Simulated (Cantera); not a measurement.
A Cantera script and its output.

```python
import numpy as np
import cantera as ct

gas = ct.Solution("h2o2.yaml")
gas.TPX = 400, 12000, {'H2': 1, 'O2': 0.926, 'N2': 2.69}
flame = ct.FreeFlame(gas, width=0.18)
flame.set_refine_criteria(ratio=3, slope=0.08, curve=0.16)
flame.transport_model = "mixture-averaged"
flame.solve(loglevel=0, auto=True)
z, T = flame.grid, flame.T
thick = (T[-1] - T[0]) / np.gradient(T, z).max()
show = ['H2', 'O2', 'H2O2', 'HO2', 'OH', 'H2O']
print(f"laminar burning velocity  {flame.velocity[0] * 100:.3f} cm/s")
print(f"burnt temperature         {T[-1]:.1f} K")
print(f"thermal thickness         {thick * 1e3:.4f} mm")
print(f"grid points               {len(z)}")
z0 = z[flame.heat_release_rate.argmax()]
print(f"{'z/mm':>9s}{'T/K':>9s}{'u/(m/s)':>9s}" + "".join(f"{s:>11s}" for s in show))
rows = []
for k in (-3, -2, -1.5, -1, -0.5, -0.25, 0, 0.25, 0.5, 1, 2, 4, 8):
    zz = z0 + k * thick
    rows.append([k * thick, np.interp(zz, z, T), np.interp(zz, z, flame.velocity),
                 *(np.interp(zz, z, flame.X[gas.species_index(s)]) for s in show)])
    print(f"{rows[-1][0] * 1e3:9.3f}{rows[-1][1]:9.1f}{rows[-1][2]:9.3f}" + "".join(f"{x:11.3e}" for x in rows[-1][3:]))
```

Result:

```
laminar burning velocity  217.583 cm/s
burnt temperature         1999.2 K
thermal thickness         5.4885 mm
grid points               117
     z/mm      T/K  u/(m/s)         H2         O2       H2O2        HO2         OH        H2O
  -16.466    400.0    2.176  2.166e-01  2.006e-01  9.956e-16  5.834e-14  3.212e-17  1.234e-13
  -10.977    400.0    2.176  2.166e-01  2.006e-01  1.023e-13  6.227e-12  3.331e-15  1.528e-11
   -8.233    400.0    2.176  2.166e-01  2.006e-01  4.354e-12  2.539e-10  8.559e-14  5.118e-10
   -5.489    400.0    2.176  2.165e-01  2.006e-01  8.999e-10  4.907e-08  1.533e-11  7.349e-08
   -2.744    410.1    2.218  2.116e-01  2.016e-01  4.995e-06  8.003e-05  2.059e-05  3.803e-04
   -1.372    614.4    3.242  1.781e-01  1.990e-01  1.363e-05  6.552e-05  5.846e-04  1.747e-02
    0.000   1003.2    5.135  9.031e-02  1.673e-01  1.085e-06  2.542e-05  2.047e-03  9.261e-02
    1.372   1278.6    6.491  2.544e-02  1.187e-01  1.381e-06  1.433e-05  6.432e-03  1.742e-01
    2.744   1410.9    7.126  1.561e-02  1.074e-01  9.857e-07  1.076e-05  8.750e-03  1.927e-01
    5.489   1549.9    7.767  1.366e-02  1.039e-01  5.381e-07  8.136e-06  1.101e-02  2.019e-01
   10.977   1684.4    8.369  1.121e-02  1.020e-01  2.703e-07  5.942e-06  1.246e-02  2.110e-01
   21.954   1804.1    8.889  7.931e-03  1.011e-01  1.426e-07  3.995e-06  1.246e-02  2.202e-01
   43.908   1895.0    9.275  4.731e-03  1.012e-01  8.406e-08  2.495e-06  1.085e-02  2.280e-01
```

Model: the H2/O2 subset of GRI-Mech 3.0, which has no nitrogen chemistry, integrated in Cantera. Burning velocities carry a grid error of a few per cent, more on coarse grids. Lean hydrogen flames are cellular in practice and burn faster than this planar one.
